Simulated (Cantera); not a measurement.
Feed: 1 mol Fe(CO)5, 0.42 mol N2, 0.077 mol H2, held at 900 K and 68000 Pa.

Method: chemical equilibrium by Gibbs-energy minimisation in Cantera with the NASA 1993 tables (ideal gas, pure condensed phases). The tables' stoichiometric FeO is somewhat more stable than real wüstite, so its field is too wide. FeO: taken at fixed stoichiometry. Rates play no part.

| species | before | after |
|---|---|---|
| CO | 0.356 | 0.851 |
| N2 | 0.139 | 0.0806 |
| CO2 | 0.480 | 0.0539 |
| H2 | 0.0160 | 0.0144 |
| CH4 | 5.43e-5 | 8.59e-7 |
| H2O | 0.00939 | 0.000396 |
| C(graphite), mol | 2.48 | 0.283 |
| FeO(s), mol | 1.00 | 0 |
| Fe(α), mol | 0 | 1.00 |
Gas species are given as mole fractions.

Problem. What was changed between the two runs?
(A) temperature from 900 K to 1525 K
(B) pressure from 68000 Pa to 13300 Pa
(C) pressure from 68000 Pa to 1330 Pa
(D) temperature from 900 K to 750 K

Solution. C, pressure from 68000 Pa to 1330 Pa. Condensed phases not in the tables: cementite and carbon dissolved in iron
